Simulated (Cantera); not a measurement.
Thermodynamics of silicon oxide and oxynitride deposition, feed SiH2Cl2 + O2 + H2

A closed system holds: 1 mol SiH2Cl2, 2.8 mol O2, 1.6 mol H2, held at 293 Torr.

Equilibrium computed with Cantera from the NASA thermochemical tables; the gas is ideal and each condensed phase is pure. Candidate condensed phases: H2O, Si, SiO2; 30 gas species. The tables hold silica as quartz up to 1696 K and as liquid above; real silica turns to tridymite and cristobalite and melts near 1996 K. Gases not in the tables: Si(OH)4. Kinetics and transport are ignored.

At 525 °C the condensed part is SiO2(α-quartz). From 575 °C to 1025 °C the condensed part is SiO2(β-quartz).

| T (°C) | log p H2O | log p HCl | log p O2 | log p Cl2 | log p Cl | log p HOCl | n SiO2(α-quartz) | n SiO2(β-quartz) |
|---|---|---|---|---|---|---|---|---|
| 525 | -0.75 | -0.97 | -1.15 | -1.45 | -5.78 | -5.55 | 1.00 | 0 |
| 575 | -0.77 | -0.92 | -1.13 | -1.55 | -5.35 | -5.43 | 0 | 1.00 |
| 625 | -0.79 | -0.88 | -1.12 | -1.66 | -4.98 | -5.33 | 0 | 1.00 |
| 675 | -0.81 | -0.86 | -1.11 | -1.76 | -4.65 | -5.24 | 0 | 1.00 |
| 725 | -0.82 | -0.84 | -1.10 | -1.87 | -4.36 | -5.17 | 0 | 1.00 |
| 775 | -0.83 | -0.82 | -1.09 | -1.97 | -4.10 | -5.11 | 0 | 1.00 |
| 825 | -0.84 | -0.81 | -1.09 | -2.08 | -3.87 | -5.06 | 0 | 1.00 |
| 875 | -0.84 | -0.80 | -1.09 | -2.18 | -3.66 | -5.02 | 0 | 1.00 |
| 925 | -0.85 | -0.80 | -1.08 | -2.27 | -3.47 | -4.98 | 0 | 1.00 |
| 975 | -0.85 | -0.79 | -1.08 | -2.36 | -3.30 | -4.95 | 0 | 1.00 |
| 1025 | -0.85 | -0.79 | -1.08 | -2.45 | -3.14 | -4.92 | 0 | 1.00 |
log p: log10 of the partial pressure in bar; n: condensed amount in mol.
